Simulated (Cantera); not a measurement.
Tantalum, niobium, vanadium and zirconium in process gases: Zr + H2O + H2 + N2O

Feed: 1 mol Zr, 0.021 mol H2O, 13 mol H2, 1.5 mol N2O, equilibrated at 1802 °C and 0.133 bar.

Equilibrium computed with Cantera from the NASA thermochemical tables; the gas is ideal and each condensed phase is pure. Candidate condensed phases: H2O, Zr, ZrN, ZrO2; 28 gas species. Mutual solubility and eutectic melting of coexisting phases are not modelled. ZrN: taken at fixed stoichiometry. Condensed phases not in the tables: solid solutions among these carbides, nitrides and lower oxides. Equilibrium is a limit: real reactors are often held back by kinetics, nucleation or transport.

```
Property                             Result
--------------------------------  ---------
x(H2)                                 0.898
x(N2)                                0.0955
x(H)                                0.00691
x(H2O)                              9.76e-5
n(ZrN(s))                         0.240 mol
n(ZrO2(tetragonal))               0.760 mol
gas amount                        14.45 mol
log10 activity of Zr(β) (absent)      -3.47
```
